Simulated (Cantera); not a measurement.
An isothermal, constant-pressure homogeneous reactor starts with CO : O₂ : H₂O : N₂ = 0.0042 : 0.0027 : 0.065 : 1 (molar parts), at 1400 K and 0.987 atm. Integrator tolerance rtol = 1e-08.

Cantera simulation using GRI-Mech 3.0 (53 species, 325 reactions); the numbers are that mechanism's predictions, not measurements.

Q: What does this change do: N2 1 to 1.9 parts?

A: 
```json
[
 {"quantity": "x(CO) at 300 s", "before": "1.64e-7 (gas-phase equilibrium 1.67e-7)", "after": "1.21e-7 (gas-phase equilibrium 1.24e-7)"},
 {"quantity": "x(O₂) at 300 s", "before": "0.000560 (gas-phase equilibrium 0.000540)", "after": "0.000304 (gas-phase equilibrium 0.000289)"},
 {"quantity": "x(H₂O) at 300 s", "before": "0.0608 (gas-phase equilibrium 0.0608)", "after": "0.0330 (gas-phase equilibrium 0.0330)"},
 {"quantity": "x(H₂) at 300 s", "before": "1.17e-6 (gas-phase equilibrium 1.19e-6)", "after": "8.61e-7 (gas-phase equilibrium 8.82e-7)"},
 {"quantity": "x(HO₂) at 300 s", "before": "8.27e-10 (gas-phase equilibrium 8.04e-10)", "after": "3.85e-10 (gas-phase equilibrium 3.71e-10)"},
 {"quantity": "x(NO) at 300 s", "before": "2.22e-7 (gas-phase equilibrium 4.02e-5)", "after": "1.87e-7 (gas-phase equilibrium 2.99e-5)"}
]
```

Q: What does this change do: pressure from 0.987 atm to 0.132 atm?

A: 
| quantity | before | after |
|---|---|---|
| x(CO) at 300 s | 1.64e-7 (gas-phase equilibrium 1.67e-7) | 4.48e-7 (gas-phase equilibrium 4.57e-7) |
| x(O₂) at 300 s | 0.000560 (gas-phase equilibrium 0.000540) | 0.000560 (gas-phase equilibrium 0.000540) |
| x(H₂O) at 300 s | 0.0608 (gas-phase equilibrium 0.0608) | 0.0608 (gas-phase equilibrium 0.0608) |
| x(H₂) at 300 s | 1.17e-6 (gas-phase equilibrium 1.19e-6) | 3.20e-6 (gas-phase equilibrium 3.26e-6) |
| x(HO₂) at 300 s | 8.27e-10 (gas-phase equilibrium 8.04e-10) | 5.00e-10 (gas-phase equilibrium 4.86e-10) |
| x(NO) at 300 s | 2.22e-7 (gas-phase equilibrium 4.02e-5) | 2.63e-7 (gas-phase equilibrium 4.02e-5) |
